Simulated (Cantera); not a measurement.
Charge: 1 mol B₂O₃, 0.22 mol N₂, held at 750 Torr.

Method: chemical equilibrium by Gibbs-energy minimisation in Cantera with the NASA 1993 tables (ideal gas, pure condensed phases). Candidate condensed phases: B, BN, B₂O₃; 17 gas species. Equilibrium is a limit: real reactors are often held back by kinetics, nucleation or transport.

log p: log10 of the partial pressure in bar; n: condensed amount in mol.

```tsv
T (K)	log p N₂	log p B₂O₃	log p BO₂	log p BO	n B₂O₃(l)
1825	0.00	-2.32	-5.06	?	0.999
1875	0.00	-2.03	-4.70	?	0.998
1925	-0.01	-1.76	-4.37	?	0.996
1975	-0.01	-1.51	-4.05	?	0.993
2025	-0.02	-1.27	-3.74	?	0.987
2075	-0.04	-1.04	-3.46	?	0.978
2125	-0.07	-0.82	-3.18	?	0.961
2175	-0.12	-0.61	-2.92	?	0.929
2225	-0.21	-0.42	-2.67	?	0.862
2275	-0.39	-0.23	-2.44	?	0.676
2325	-0.75	-0.09	-2.23	?	0
```

Problem. What belongs in the gaps?

Solution. 
- 1825, log p BO: -5.23
- 1875, log p BO: -4.89
- 1925, log p BO: -4.56
- 1975, log p BO: -4.25
- 2025, log p BO: -3.96
- 2075, log p BO: -3.68
- 2125, log p BO: -3.41
- 2175, log p BO: -3.15
- 2225, log p BO: -2.91
- 2275, log p BO: -2.68
- 2325, log p BO: -2.48
